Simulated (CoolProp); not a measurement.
Octamethylcyclotetrasiloxane (D4) at several states: fugacity coefficient from the reference equation and from simpler models built on Tc = 586.5 K, pc = 1.347 MPa, ω = 0.598; each cubic takes its own stable root.

Values from CoolProp's reference Helmholtz-energy equation of state, Thol 2015.

| T (K) | p (MPa) | phase | reference |
|---|---|---|---|
| 471 | 0.225 | liquid | 0.6904 |
| 314.9 | 0.506 | liquid | 0.0009019 |
| 455.4 | 1.21 | liquid | 0.1015 |
| 362 | 0.155 | liquid | 0.03525 |
| 413.4 | 0.0101 | gas | 0.9904 |
| 515.7 | 2.14 | liquid | 0.1946 |

**Question.** How far does each simpler model (van der Waals, Soave-Redlich-Kwong, Peng-Robinson) lie from the reference over these 6 states: mean and median of the absolute difference, and the worst?

**Answer.** 
- van der Waals: mean 2677.6 %, median 162.2 %, worst +13515.7 % at 314.9 K and 0.506 MPa
- Soave-Redlich-Kwong: mean 3.5 %, median 2.2 %, worst +10.2 % at 314.9 K and 0.506 MPa
- Peng-Robinson: mean 5.8 %, median 0.4 %, worst +25.0 % at 314.9 K and 0.506 MPa

At some of these states van der Waals gives the other phase, because its saturation line lies elsewhere.
